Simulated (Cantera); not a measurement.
## FeS + O₂ + N₂ (roasting and sulfation)

Input: 1 mol FeS, 2.6 mol O₂, 1.3 mol N₂, at 0.230 bar.

Method: chemical equilibrium by Gibbs-energy minimisation in Cantera with the NASA 1993 tables (ideal gas, pure condensed phases). Candidate condensed phases: Fe, FeO, FeS, FeSO₄, FeS₂, Fe₂O₃, Fe₂(SO₄)₃, Fe₃O₄, S; 19 gas species. Kinetics and transport are ignored.

```csv
T (K),log p N₂,log p SO₂,log p O₂,log p SO₃,log p NO,log p O,n Fe₂O₃(s),n Fe₂(SO₄)₃(s),n Fe₃O₄(s)
875,-0.79,-2.20,-1.33,-1.88,-5.85,-12.35,0.218,0.282,0
975,-1.00,-1.30,-1.28,-1.56,-5.38,-10.78,0.500,0,0
1075,-1.01,-1.20,-1.24,-1.92,-4.91,-9.50,0.500,0,0
1175,-1.02,-1.16,-1.22,-2.27,-4.52,-8.45,0.500,0,0
1275,-1.02,-1.15,-1.21,-2.59,-4.20,-7.56,0.500,0,0
1375,-1.02,-1.14,-1.21,-2.87,-3.93,-6.80,0.500,0,0
1475,-1.02,-1.14,-1.21,-3.12,-3.69,-6.15,0.500,0,0
1575,-1.02,-1.14,-1.21,-3.33,-3.49,-5.58,0.500,0,0
1675,-1.03,-1.15,-1.18,-3.51,-3.30,-5.06,0,0,0.333
1775,-1.04,-1.15,-1.18,-3.68,-3.14,-4.61,0,0,0.333
```
log p: log10 of the partial pressure in bar; n: condensed amount in mol.

At 875 K the condensed part is Fe₂O₃(s) + Fe₂(SO₄)₃(s). From 975 K to 1575 K the condensed part is Fe₂O₃(s). From 1675 K to 1775 K the condensed part is Fe₃O₄(s).
